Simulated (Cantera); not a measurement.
# Pyrogenic steam for wet oxidation

An isothermal, constant-pressure homogeneous reactor starts with 3.20 % H2, 7.45 % O2, 89.4 % N2, equivalence ratio 0.21, at 1075 K and 1.00 bar.

Detailed kinetics in Cantera: the H2/O2 subset of GRI-Mech 3.0, which has no nitrogen chemistry.

| t (s) | x H2 | x O2 | x H | x OH | x H2O2 | x O | x H2O |
|---|---|---|---|---|---|---|---|
| 4.00e-6 | 0.0320 | 0.0745 | 4.12e-11 | 3.58e-12 | <1e-12 | 5.14e-12 | 3.20e-12 |
| 1.39e-5 | 0.0320 | 0.0745 | 1.49e-10 | 2.22e-11 | <1e-12 | 4.43e-11 | 7.32e-11 |
| 4.80e-5 | 0.0320 | 0.0745 | 1.25e-9 | 2.30e-10 | 1.41e-12 | 5.24e-10 | 2.06e-9 |
| 0.000167 | 0.0320 | 0.0745 | 3.87e-7 | 7.31e-8 | 4.41e-10 | 1.69e-7 | 8.97e-7 |
| 0.000577 | 0.00260 | 0.0604 | 0.000194 | 0.000251 | 3.65e-6 | 0.000285 | 0.0296 |
| 0.00200 | 0.000428 | 0.0596 | 2.74e-6 | 2.69e-5 | 1.47e-6 | 1.95e-5 | 0.0321 |
| 0.00693 | 0.000109 | 0.0594 | 2.26e-7 | 9.40e-6 | 3.95e-7 | 3.29e-6 | 0.0324 |
| 0.0240 | 1.66e-5 | 0.0594 | 1.52e-8 | 4.33e-6 | 3.91e-8 | 4.22e-7 | 0.0325 |
| 0.0833 | 8.14e-7 | 0.0594 | 4.13e-10 | 2.05e-6 | 5.96e-9 | 4.35e-8 | 0.0325 |
| 0.289 | 8.07e-9 | 0.0594 | 1.17e-11 | 9.57e-7 | 1.35e-9 | 8.21e-9 | 0.0325 |
| 1.00 | 4.19e-10 | 0.0594 | 1.45e-12 | 4.87e-7 | 3.58e-10 | 2.14e-9 | 0.0325 |
x: mole fraction; the columns are a selection and need not sum to one.

Equilibrium at this temperature and pressure: H2 9.42e-11, O2 0.0594, H <1e-12, OH 1.88e-7, H2O2 5.46e-11, O 3.22e-10, H2O 0.0325 (gas phase only).
